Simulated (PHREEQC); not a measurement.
Dissolve 0.0016 mol/kgw HF, 0.00089 mol/kgw KF and 5.7e-05 mol/kgw H2SO4 at 75 °C. Closed to the air; pH follows from the charge balance.

The numbers come from PHREEQC with the ion-association model, phreeqc.dat.

```
quantity                   before     after
------------------------  -------  --------
pH                           3.49      3.61
ionic strength (mol/kgw)  0.00128  0.000723
HF (mol/kgw)              0.00137  0.000602
F- (mol/kgw)              0.00111  0.000640
HF2- (mol/kgw)            6.58e-6   1.67e-6
```

### Question
Name the change that produced these shifts.
A. diluted 2-fold with water
B. H2SO4 from 5.7e-05 to 5.7e-06 mol/kgw
C. KF replaced by KBr at the same molality
D. diluted 10-fold with water
E. KF left out

### Answer
A, diluted 2-fold with water

Precipitation was switched off in this run. At this temperature some constants are extrapolated from 25 °C, and those without enthalpy data are left unchanged.
